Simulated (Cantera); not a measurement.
An isothermal, constant-pressure homogeneous reactor starts with CH4 : N2 = 1 : 18 (molar parts), at 1623 K and 1.01 bar. Integrator tolerance rtol = 1e-08.

Computed with Cantera and GRI-Mech 3.0 (53 species, 325 reactions). GRI-Mech 3.0 stops at C3 and has no aromatics, soot or wall deposition, so with more carbon than oxygen in the feed, carbon stays in small species such as C2H2 where larger ones or solid carbon would form.

Problem. What does this change do: CH4 1 to 0.38 parts?

Solution. 
```tsv
quantity	before	after
x(CH4) at 80.0 s	0.000789 (gas-phase equilibrium 0.000383)	0.000132 (gas-phase equilibrium 4.48e-5)
x(C2H) at 80.0 s	2.36e-8 (gas-phase equilibrium 5.38e-9)	1.52e-8 (gas-phase equilibrium 1.71e-9)
x(CH3) at 80.0 s	4.08e-6 (gas-phase equilibrium 1.97e-6)	1.07e-6 (gas-phase equilibrium 3.61e-7)
x(HCN) at 80.0 s	3.13e-6 (gas-phase equilibrium 0.0384)	2.82e-6 (gas-phase equilibrium 0.0179)
x(C2H4) at 80.0 s	0.000165 (gas-phase equilibrium 3.82e-5)	2.77e-5 (gas-phase equilibrium 3.15e-6)
x(H2) at 80.0 s	0.0737 (gas-phase equilibrium 0.0744)	0.0302 (gas-phase equilibrium 0.0303)
x(C2H6) at 80.0 s	4.49e-8 (gas-phase equilibrium 1.05e-8)	3.08e-9 (gas-phase equilibrium 3.52e-10)
```

Problem. What does this change do: pressure from 1.01 bar to 0.0150 bar?

Solution. 
| quantity | before | after |
|---|---|---|
| x(CH4) at 80.0 s | 0.000789 (gas-phase equilibrium 0.000383) | 6.08e-5 (gas-phase equilibrium 5.77e-6) |
| x(C2H) at 80.0 s | 2.36e-8 (gas-phase equilibrium 5.38e-9) | 1.96e-7 (gas-phase equilibrium 4.47e-8) |
| x(CH3) at 80.0 s | 4.08e-6 (gas-phase equilibrium 1.97e-6) | 2.56e-6 (gas-phase equilibrium 2.43e-7) |
| x(HCN) at 80.0 s | 3.13e-6 (gas-phase equilibrium 0.0384) | 1.07e-5 (gas-phase equilibrium 0.0386) |
| x(C2H4) at 80.0 s | 0.000165 (gas-phase equilibrium 3.82e-5) | 2.54e-6 (gas-phase equilibrium 5.77e-7) |
| x(H2) at 80.0 s | 0.0737 (gas-phase equilibrium 0.0744) | 0.0748 (gas-phase equilibrium 0.0749) |
| x(C2H6) at 80.0 s | 4.49e-8 (gas-phase equilibrium 1.05e-8) | 1.70e-10 (gas-phase equilibrium 2.36e-12) |
Radical loss at walls, strong at low pressure, is not modelled.
